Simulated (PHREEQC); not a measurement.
## Copper plating or etch bath: speciation

Solution (25 °C): 0.0017 mol Cu(NO3)2 and 0.014 mol HBF4 per kg of water. Closed to the air; pH follows from the charge balance.

Computed with PHREEQC (ion-association model, wateq4f.dat).

This is a speciation only: nothing precipitates in the calculation.

Task: What pH, ionic strength does the model give?

Result: pH 1.94; ionic strength 0.0180 mol/kgw.

Task: In which forms is F present?

Result: BF4- 83 %, HF 12 %, BF3OH- 3.5 %, F- 0.8 % of the F.

Real BF4- forms and hydrolyses slowly; the run takes it at equilibrium.
